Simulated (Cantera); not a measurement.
**Equilibrium for silicon epitaxy and polysilicon growth: SiCl₄ + N₂**

Charge: 1 mol SiCl₄, 8.2 mol N₂, equilibrated at 3.75 Torr.

Cantera equilibrium calculation (NASA polynomials, part measured and part estimated; ideal gas, pure solids and liquids). Candidate condensed phases: Si, Si₃N₄; 13 gas species. The tables' values for SiCl₃ are old estimates; treat these amounts as uncertain. Equilibrium is a limit: real reactors are often held back by kinetics, nucleation or transport.

```json
[
 {"T (K)": "850", "x N₂": "0.891", "x SiCl₄": "0.109", "x Cl": "3.08e-8", "x SiCl₃": "4.30e-8", "x SiCl₂": "1.21e-12", "x Cl₂": "6.10e-9", "x SiCl": "<1e-12"},
 {"T (K)": "950", "x N₂": "0.891", "x SiCl₄": "0.109", "x Cl": "6.24e-7", "x SiCl₃": "7.48e-7", "x SiCl₂": "1.72e-10", "x Cl₂": "6.22e-8", "x SiCl": "<1e-12"},
 {"T (K)": "1050", "x N₂": "0.891", "x SiCl₄": "0.109", "x Cl": "6.95e-6", "x SiCl₃": "7.70e-6", "x SiCl₂": "9.89e-9", "x Cl₂": "3.85e-7", "x SiCl": "<1e-12"},
 {"T (K)": "1150", "x N₂": "0.891", "x SiCl₄": "0.109", "x Cl": "5.05e-5", "x SiCl₃": "5.33e-5", "x SiCl₂": "2.86e-7", "x Cl₂": "1.69e-6", "x SiCl": "<1e-12"},
 {"T (K)": "1250", "x N₂": "0.891", "x SiCl₄": "0.108", "x Cl": "0.000267", "x SiCl₃": "0.000269", "x SiCl₂": "4.78e-6", "x Cl₂": "5.85e-6", "x SiCl": "<1e-12"},
 {"T (K)": "1350", "x N₂": "0.890", "x SiCl₄": "0.107", "x Cl": "0.00112", "x SiCl₃": "0.00105", "x SiCl₂": "5.10e-5", "x Cl₂": "1.71e-5", "x SiCl": "3.88e-12"},
 {"T (K)": "1450", "x N₂": "0.888", "x SiCl₄": "0.105", "x Cl": "0.00390", "x SiCl₃": "0.00325", "x SiCl₂": "0.000369", "x Cl₂": "4.47e-5", "x SiCl": "1.65e-10"},
 {"T (K)": "1550", "x N₂": "0.881", "x SiCl₄": "0.0973", "x Cl": "0.0118", "x SiCl₃": "0.00817", "x SiCl₂": "0.00191", "x Cl₂": "0.000106", "x SiCl": "3.93e-9"},
 {"T (K)": "1650", "x N₂": "0.864", "x SiCl₄": "0.0815", "x Cl": "0.0308", "x SiCl₃": "0.0165", "x SiCl₂": "0.00735", "x Cl₂": "0.000221", "x SiCl": "5.85e-8"}
]
```
x: gas mole fraction; nothing condenses.

From 850 K to 1650 K nothing is condensed. The main Si-bearing gas is SiCl₄ throughout.
